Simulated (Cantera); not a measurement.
Input: 1 mol Si, 0.64 mol Cl2, 6.5 mol H2, held at 1.20 bar.

Equilibrium computed with Cantera from the NASA thermochemical tables; the gas is ideal and each condensed phase is pure. Candidate condensed phases: Si; 19 gas species. The numbers say what is thermodynamically allowed, not how fast it happens.

Over these rows the condensed part is Si(s). Partial pressures as log10 of bar:

| T (K) | 1000/T (1/K) | log p SiCl2 | log p H2 | log p HCl | log p SiCl4 | log p SiHCl3 |
|---|---|---|---|---|---|---|
| 1025 | 0.9756 | -3.65 | 0.05 | -1.92 | -1.49 | -1.58 |
| 1100 | 0.9091 | -3.12 | 0.05 | -1.69 | -1.52 | -1.61 |
| 1175 | 0.8511 | -2.66 | 0.05 | -1.49 | -1.56 | -1.66 |
| 1250 | 0.8000 | -2.29 | 0.04 | -1.32 | -1.64 | -1.72 |
| 1325 | 0.7547 | -1.98 | 0.04 | -1.19 | -1.76 | -1.82 |
| 1400 | 0.7143 | ? | 0.03 | -1.09 | -1.94 | -1.96 |

### Question
Fit log p(SiCl2) = a + b·(1000/T) to the five rows, give the apparent enthalpy, and predict the row at 1400 K.

### Answer
Means: 1000/T = 0.8581, log p = -2.740. Sxy = -0.231594, Sxx = 0.0305234, so b = -7.59 and a = -2.740 − (-7.59)×0.8581 = 3.77.
Apparent enthalpy: −19.145 × (-7.59) = 145 kJ/mol. With the condensed phases at unit activity, 1/2 Si(s) + 1/2 SiCl4(g) = SiCl2(g) links this pressure to the main gases: over the six rows their terms move log p by -0.22 in all, so the slope isn't that reaction's ΔH° alone. The five rows lie within 0.03 of the line.
Prediction at 1400 K: 3.77 + (-7.59)×0.7143 = -1.65. The computed value is -1.74, 0.09 from the line.
